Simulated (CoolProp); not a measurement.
A single-stage vapour-compression cycle with the fluid: evaporating at 206.15 K (dew point), condensing at 226.15 K (bubble point), superheat 10 K, subcooling 2 K, compressor efficiency 0.75, no pressure losses. The same conditions are run with several fluids, on thermodynamics alone (safety and materials aside).

Model: reference Helmholtz-energy equation of state of each fluid (dimethyl ether: Wu 2011; CH3F (R41): Lemmon 2006; nitrous oxide: Lemmon 2006; C2F6 (R116): Lemmon 2006; ethylene: Smukala 2000; chlorine: Thol 2021), in CoolProp.

```csv
fluid,cooling COP,pressure ratio,discharge temperature (K),refrigerating effect (kJ/kg),volumetric capacity (kJ/m³)
dimethyl ether,7.12,3.34,269.7,484,129
CH3F (R41),6.84,2.41,279.3,446,1620
nitrous oxide,6.81,2.31,276.9,326,2630
C2F6 (R116),7.03,2.35,241.4,101,1450
ethylene,6.68,2.01,263.9,388,3890
chlorine,6.79,3.04,308.6,292,210
```
